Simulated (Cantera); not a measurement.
An adiabatic, constant-pressure homogeneous reactor starts with CH₄ : CO : O₂ : N₂ = 1 : 0.37 : 1.15 : 4.32 (molar parts), equivalence ratio 1.9, at 1775 K and 750 Torr. Integrator tolerance rtol = 1e-08.

Model: GRI-Mech 3.0 (53 species, 325 reactions), integrated in Cantera.

Problem. What does this change do: initial temperature 1775 to 1125 K?

Solution. 
```
quantity                                                              before                                      after
---------------------------------  -----------------------------------------  -----------------------------------------
time of steepest temperature rise                                   0.154 ms                                    0.315 s
temperature at 6.00 s                                                 2748 K                                     2317 K
equilibrium temperature                                               2748 K                                     2317 K
x(CH₄) at 6.00 s                   1.95e-12 (gas-phase equilibrium 2.23e-12)  1.32e-11 (gas-phase equilibrium 1.48e-11)
x(CO) at 6.00 s                          0.149 (gas-phase equilibrium 0.149)        0.148 (gas-phase equilibrium 0.148)
x(O₂) at 6.00 s                    0.000442 (gas-phase equilibrium 0.000442)    7.03e-6 (gas-phase equilibrium 7.03e-6)
x(C₂H) at 6.00 s                       <1e-12 (gas-phase equilibrium <1e-12)      <1e-12 (gas-phase equilibrium <1e-12)
x(NO₂) at 6.00 s                     4.23e-8 (gas-phase equilibrium 4.23e-8)  5.03e-10 (gas-phase equilibrium 5.03e-10)
```

Problem. What does this change do: initial temperature 1775 to 1550 K?

Solution. 
```csv
quantity,before,after
time of steepest temperature rise,0.154 ms,1.01 ms
temperature at 6.00 s,2748 K,2620 K
equilibrium temperature,2748 K,2620 K
x(CH₄) at 6.00 s,1.95e-12 (gas-phase equilibrium 2.23e-12),3.22e-12 (gas-phase equilibrium 3.65e-12)
x(CO) at 6.00 s,0.149 (gas-phase equilibrium 0.149),0.149 (gas-phase equilibrium 0.149)
x(O₂) at 6.00 s,0.000442 (gas-phase equilibrium 0.000442),0.000153 (gas-phase equilibrium 0.000153)
x(C₂H) at 6.00 s,<1e-12 (gas-phase equilibrium <1e-12),<1e-12 (gas-phase equilibrium <1e-12)
x(NO₂) at 6.00 s,4.23e-8 (gas-phase equilibrium 4.23e-8),1.36e-8 (gas-phase equilibrium 1.36e-8)
```
